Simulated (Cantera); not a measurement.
Feed: 1 mol SiO2, 1.2 mol MgO, 5.6 mol H2O, held at 2450 K and 8.40 mbar.

These are equilibrium values from Cantera (NASA tables, ideal gas, pure condensed phases), not measurements of a reactor. Candidate condensed phases: H2O, Mg, MgO, Mg(OH)2, MgSiO3, Mg2SiO4, Si, SiO2; 24 gas species. The tables' values for SiO2, MgH are old estimates; treat these amounts as uncertain. Condensed phases not in the tables: alloys, solid solutions and most ternary compounds. Equilibrium is a limit: real reactors are often held back by kinetics, nucleation or transport.

Base state: H2O 0.544, H2 0.0983, O2 0.0787, OH 0.0743, H 0.0687, SiO 0.0655, O 0.0345, Mg 0.0302 (mole fractions); condensed: Mg2SiO4(l).

Task: What changes in the equilibrium state with this change: temperature from 2450 K to 1825 K?

Result: 
```csv
species,before,after
H2O,0.544,0.981
H2,0.0983,0.0107
O2,0.0787,0.00461
Mg,0.0302,1.73e-7
SiO,0.0655,4.48e-6
O,0.0345,0.000114
H,0.0687,0.000497
OH,0.0743,0.00319
Mg(OH)2,0.000200,1.13e-6
MgO,0.00165,7.72e-9
MgH,1.69e-5,<1e-9
MgOH,0.00160,1.37e-7
SiO2,0.00237,1.07e-6
"Mg2SiO4(l), mol",0.468,0
"MgSiO3(s), mol",0,0.800
"Mg2SiO4(s), mol",0,0.200
```
Mutual solubility and eutectic melting of coexisting phases are not modelled.
